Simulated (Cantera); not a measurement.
Input: 1 mol Si, 0.087 mol N2O, 13 mol H2, at 1452 °C and 1 atm.

Equilibrium computed with Cantera from the NASA thermochemical tables; the gas is ideal and each condensed phase is pure. Candidate condensed phases: H2O, Si, SiO2, Si2N2O, Si3N4; 35 gas species. Mutual solubility and eutectic melting of coexisting phases are not modelled. Gases not in the tables: Si2H6 and higher silanes. The numbers say what is thermodynamically allowed, not how fast it happens.

Base state: H2 0.999, N2 0.000477, SiO 0.000477, H 0.000184, SiH2 1.72e-5 (mole fractions); condensed: Si(l) + Si2N2O(s).

What changes in the equilibrium state with this change: pressure from 1 atm to 1.33 mbar?


| species | before | after |
|---|---|---|
| H2 | 0.999 | 0.981 |
| SiO | 0.000477 | 0.00658 |
| N2 | 0.000477 | 0.00658 |
| Si | 1.00e-6 | 0.000761 |
| SiH | 1.44e-6 | 3.94e-5 |
| H | 0.000184 | 0.00504 |
| Si(l), mol | 0.832 | 0.902 |
| Si2N2O(s), mol | 0.0808 | 0 |
